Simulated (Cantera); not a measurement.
A Cantera script and what it prints.

```python
import numpy as np
import cantera as ct

gas_names = """
    CL CL2 H HCL H2 Si SiCL SiCL2 SiCL3 SiCL4 SiH SiHCL3 SiH2 SiH2CL2 SiH3 SiH3CL SiH4 Si2 Si3
""".split()
cond_names = """
    Si(cr) Si(L)
""".split()


# ... load() reads the species with a 1 bar reference pressure and builds the phases ...
atoms = {
    'Si2Cl6': {'Si': 2, 'CL': 6},
    'Cl2': {'CL': 2},
    'H2': {'H': 2},
}
top_T = {}  # K; cautious upper limits of use, not melting points


# ... equilibrate(T, P, feed) seeds the gas with the atoms and calls Mixture.equilibrate('TP', solver="vcs", rtol=1e-11, max_steps=5000) ...
results = []
feed = {'Si2Cl6': 1, 'Cl2': 0.15, 'H2': 20}  # mol
T = 1050  # K
P = 82000  # Pa
mix = equilibrate(T, P, feed)
results.append((T, P, feed, dict(zip(mix.species_names, mix.species_moles))))
x = sorted(zip(gas.X, gas.species_names), reverse=True)
print(f"T = {T:g} K  P = {P:g} Pa  gas = {mix.phase_moles(0):.4g} mol")
print("   x: " + "  ".join(f"{s} {v:.3e}" for v, s in x if v > 1e-06))
print("   condensed (mol): " + ("  ".join(f"{mix.phase(i).name} {mix.phase_moles(i):.4g}"
      for i in range(1, mix.n_phases) if mix.phase_moles(i) > 1e-12) or "none"))
```

It prints:

```
T = 1050 K  P = 82000 Pa  gas = 21.49 mol
   x: H2 9.067e-01  SiCL4 4.580e-02  SiHCL3 2.892e-02  HCL 1.491e-02  SiH2CL2 2.082e-03  SiCL3 1.076e-03  SiCL2 4.580e-04  SiH3CL 3.902e-05
   condensed (mol): Si(cr) 0.316
```

These are equilibrium values from Cantera (NASA tables, ideal gas, pure condensed phases), not measurements of a reactor. The feed counts by its element totals alone. The tables' values for SiCl3 are old estimates; treat these amounts as uncertain.
